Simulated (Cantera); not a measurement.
Charge: 1 mol Fe2O3, 1500 mol H2, 3.8 mol H2O, equilibrated at 1400 °C and 0.130 bar.

Cantera equilibrium calculation (NASA polynomials, part measured and part estimated; ideal gas, pure solids and liquids). Candidate condensed phases: Fe, FeO, Fe(OH)2, Fe(OH)3, Fe2O3, Fe3O4, H2O; 12 gas species. Equilibrium is a limit: real reactors are often held back by kinetics, nucleation or transport.

Base state: H2 0.995, H2O 0.00452, H 0.000316, Fe 3.09e-5 (mole fractions); condensed: Fe(δ).

Task: What changes in the equilibrium state with this change: pressure from 0.130 bar to 13.3 mbar?

Result: 
```tsv
species	before	after
H2	0.995	0.994
H2O	0.00452	0.00452
H	0.000316	0.000985
Fe	3.09e-5	0.000302
Fe(δ), mol	1.95	1.55
```
